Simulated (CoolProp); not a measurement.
The numbers come from the reference Helmholtz-energy equation of state, Thol 2015 in CoolProp.

Question: For 1,2-dichloroethane, give the phase and the density (kg/m³), speed of sound (m/s), fugacity coefficient at 425.8 K and 3.87 MPa; 475.3 K and 3.87 MPa.

Answer: 
- 425.8 K and 3.87 MPa: liquid; density 1050, speed of sound 732, fugacity coefficient 0.152
- 475.3 K and 3.87 MPa: liquid; density 943, speed of sound 547, fugacity coefficient 0.342
